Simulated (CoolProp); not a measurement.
Model: reference Helmholtz-energy equation of state, Thol 2021, in CoolProp.

Question: For chlorine, give the phase and the cv (kJ/(kg K)), Joule-Thomson coefficient (K/MPa), fugacity coefficient at 244.7 K and 1.25 MPa; 244.7 K and 4.73 MPa.

Answer: 
- 244.7 K and 1.25 MPa: liquid; cv 0.496, Joule-Thomson coefficient -0.386, fugacity coefficient 0.102
- 244.7 K and 4.73 MPa: liquid; cv 0.497, Joule-Thomson coefficient -0.393, fugacity coefficient 0.0292
